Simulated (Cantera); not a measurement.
What does this Cantera script print?

```python
import numpy as np
import cantera as ct

gas_names = """
    C CN CO CO2 C2 CCN CNC C2N2 C2O C3 C3O2 C4 C4N2 C5 Fe FeC5O5 FeO N NCO NO NO2 NO3 N2 N2O O O2 O3
""".split()
cond_names = """
    C(gr) Fe(a) Fe(c) Fe(d) Fe(L) FeC5O5(L) FeO(s) FeO(L) Fe2O3(s) Fe3O4(s)
""".split()


# ... load() reads the species with a 1 bar reference pressure and builds the phases ...
atoms = {
    'Fe(CO)5': {'Fe': 1, 'C': 5, 'O': 5},
    'CO': {'C': 1, 'O': 1},
    'N2': {'N': 2},
}
top_T = {'C(gr)': 4500, 'Fe2O3(s)': 1830, 'Fe3O4(s)': 1870}  # K; cautious upper limits of use, not melting points


# ... equilibrate(T, P, feed) seeds the gas with the atoms and calls Mixture.equilibrate('TP', solver="vcs", rtol=1e-11, max_steps=5000) ...
results = []
feed = {'Fe(CO)5': 1, 'CO': 1.8, 'N2': 7.3}  # mol
T = 1450  # K
P = 101325  # Pa
mix = equilibrate(T, P, feed)
results.append((T, P, feed, dict(zip(mix.species_names, mix.species_moles))))
x = sorted(zip(gas.X, gas.species_names), reverse=True)
print(f"T = {T:g} K  P = {P:g} Pa  gas = {mix.phase_moles(0):.4g} mol")
print("   x: " + "  ".join(f"{s} {v:.3e}" for v, s in x if v > 1e-05))
print("   condensed (mol): " + ("  ".join(f"{mix.phase(i).name} {mix.phase_moles(i):.4g}"
      for i in range(1, mix.n_phases) if mix.phase_moles(i) > 1e-12) or "none"))
```

It prints:

```
T = 1450 K  P = 101325 Pa  gas = 14.1 mol
   x: N2 5.179e-01  CO 4.819e-01  CO2 2.468e-04
   condensed (mol): C(gr) 0.003479  Fe(c) 1
```

These are equilibrium values from Cantera (NASA tables, ideal gas, pure condensed phases), not measurements of a reactor. Iron dissolves carbon and melts from about 1420 K in contact with it, which pure phases cannot show. Condensed phases not in the tables: cementite and carbon dissolved in iron.
